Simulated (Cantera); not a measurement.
A perfectly stirred reactor is fed with 10.2 % CH4, 2.76 % H2, 14.5 % O2, 72.5 % N2, at 750 Torr; it is adiabatic with a 600 K inlet, and is followed from long to short residence time, starting on the burning branch (τ in s: 0.07, 0.03, 0.013, 0.0054, 0.0023, 0.00097, 0.00041, 0.00018, 7.5e-05, 3.2e-05, 1.4e-05, 5.8e-06).

Model: GRI-Mech 3.0 (53 species, 325 reactions), integrated in Cantera.

Problem. Predict: blow-out, bracketed by the residence times tried; x(CH4) at τ = 70.0 ms; x(H2) at τ = 70.0 ms; x(O2) at τ = 70.0 ms; x(C2H) at τ = 70.0 ms; x(N2O) at τ = 70.0 ms; x(CH4) at τ = 0.410 ms; x(H2) at τ = 0.410 ms; x(O2) at τ = 0.410 ms.

Solution. 
```
Quantity                                                                         Value
------------------------------------------------  ------------------------------------
blow-out, bracketed by the residence times tried  burning at 0.970 ms, out at 0.410 ms
x(CH4) at τ = 70.0 ms                                                          0.00147
x(H2) at τ = 70.0 ms                                                            0.0664
x(O2) at τ = 70.0 ms                                                          0.000334
x(C2H) at τ = 70.0 ms                                                          7.31e-8
x(N2O) at τ = 70.0 ms                                                          1.41e-8
x(CH4) at τ = 0.410 ms                                                           0.102
x(H2) at τ = 0.410 ms                                                           0.0276
x(O2) at τ = 0.410 ms                                                            0.145
```
